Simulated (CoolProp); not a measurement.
A single-stage vapour-compression cycle with the fluid: evaporating at 255.15 K (dew point), condensing at 281.15 K (bubble point), superheat 10 K, subcooling 8 K, compressor efficiency 0.7, no pressure losses. The same conditions are run with several fluids, on thermodynamics alone (safety and materials aside).

Values from CoolProp's reference Helmholtz-energy equation of state of each fluid (R1224YDZ: Akasaka 2023; n-butane: Bücker 2006; R1233zd(E): Akasaka 2022; n-pentane: Thol 2019; nitrous oxide: Lemmon 2006; R142b: Lemmon 2006).

```csv
fluid,cooling COP,pressure ratio,discharge temperature (K),refrigerating effect (kJ/kg),volumetric capacity (kJ/m³)
R1224YDZ,6.62,3.30,302.2,172,275
n-butane,6.62,2.80,___,375,500
R1233zd(E),6.62,3.30,305.9,198,244
n-pentane,6.66,___,300.9,373,124
nitrous oxide,___,___,324.3,___,11400
R142b,___,2.77,307.6,214,699
```

Fill in the missing entries.


- n-butane, discharge temperature (K): 301.7
- n-pentane, pressure ratio: 3.46
- nitrous oxide, cooling COP: 5.65
- nitrous oxide, pressure ratio: 2.00
- nitrous oxide, refrigerating effect (kJ/kg): 248
- R142b, cooling COP: 6.57
